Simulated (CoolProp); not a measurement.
Model: reference Helmholtz-energy equation of state, Lemmon 2006, in CoolProp. It is a short technical equation, of lower accuracy than the large ones.

Problem. Give the vapour pressure (MPa), enthalpy of vaporisation (kJ/kg), liquid cp (kJ/(kg K)), surface tension (mN/m) of saturated hydrogen sulfide at 257.9 K.

Solution. 
```
T (K)  p (MPa)  enthalpy of vaporisation (kJ/kg)  liquid cp (kJ/(kg K))  surface tension (mN/m)
-----  -------  --------------------------------  ---------------------  ----------------------
257.9    0.642                               487                   2.04                    19.0
```

Surface tension comes from a separate correlation (Mulero 2012).
